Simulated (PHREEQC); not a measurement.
Make-up at 82 °C: 0.0035 mol/kgw Cu(NO3)2 and 0.00046 mol/kgw HNO3. Closed to the air; pH follows from the charge balance.

Equilibrium calculation in PHREEQC: ion-association model, phreeqc.dat.

Each row changes one thing in this solution. This is a speciation only: nothing precipitates in the calculation.

| case | pH | Cu2(OH)2+2 (mol/kgw) | CuOH+ (mol/kgw) |
|---|---|---|---|
| as made | 3.38 | 2.35e-7 | 6.03e-8 |
| diluted 2-fold with water | 3.67 | 2.47e-7 | 6.39e-8 |
| HNO3 from 0.00046 to 0.0046 mol/kgw | 2.39 | 2.28e-9 | 5.85e-9 |
| HNO3 from 0.00046 to 4.6e-05 mol/kgw | 4.21 | 1.07e-5 | 4.09e-7 |
| HNO3 from 0.00046 to 0.00069 mol/kgw | 3.21 | 1.04e-7 | 4.02e-8 |
| 0.00066 mol/kgw SrBr2 added | 3.38 | 2.31e-7 | 5.94e-8 |

Away from 25 °C the constants follow the database's enthalpies or fits; those with neither stay at their 25 °C values.
